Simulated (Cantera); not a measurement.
# MgSO4 + H2O (calcination and drying)

A closed system holds: 1 mol MgSO4, 0.31 mol H2O, held at 48.0 Pa.

Method: chemical equilibrium by Gibbs-energy minimisation in Cantera with the NASA 1993 tables (ideal gas, pure condensed phases). Candidate condensed phases: H2O, H2SO4, Mg, MgO, Mg(OH)2, MgS, MgSO4, S; 26 gas species. Kinetics and transport are ignored.

From 427 °C to 527 °C the condensed part is MgSO4(s). From 552 °C to 577 °C the condensed part is MgO(s) + MgSO4(s).

```json
[
 {"T (°C)": "427", "x H2O": "1.000", "x SO2": "1.14e-6", "x O2": "5.72e-7", "x SO3": "5.42e-9", "x OH": "2.33e-11", "n MgSO4(s)": "1.00", "n MgO(s)": "0"},
 {"T (°C)": "452", "x H2O": "1.000", "x SO2": "5.17e-6", "x O2": "2.59e-6", "x SO3": "2.90e-8", "x OH": "8.88e-11", "n MgSO4(s)": "1.000", "n MgO(s)": "0"},
 {"T (°C)": "477", "x H2O": "1.000", "x SO2": "2.11e-5", "x O2": "1.05e-5", "x SO3": "1.39e-7", "x OH": "3.09e-10", "n MgSO4(s)": "1.000", "n MgO(s)": "0"},
 {"T (°C)": "502", "x H2O": "1.000", "x SO2": "7.85e-5", "x O2": "3.92e-5", "x SO3": "5.98e-7", "x OH": "9.93e-10", "n MgSO4(s)": "1.000", "n MgO(s)": "0"},
 {"T (°C)": "527", "x H2O": "1.000", "x SO2": "0.000269", "x O2": "0.000134", "x SO3": "2.35e-6", "x OH": "2.96e-9", "n MgSO4(s)": "1.000", "n MgO(s)": "0"},
 {"T (°C)": "552", "x H2O": "0.999", "x SO2": "0.000851", "x O2": "0.000426", "x SO3": "8.47e-6", "x OH": "8.27e-9", "n MgSO4(s)": "1.000", "n MgO(s)": "0.000267"},
 {"T (°C)": "577", "x H2O": "0.996", "x SO2": "0.00252", "x O2": "0.00126", "x SO3": "2.83e-5", "x OH": "2.17e-8", "n MgSO4(s)": "0.999", "n MgO(s)": "0.000792"}
]
```
x: gas mole fraction; n: condensed amount in mol.
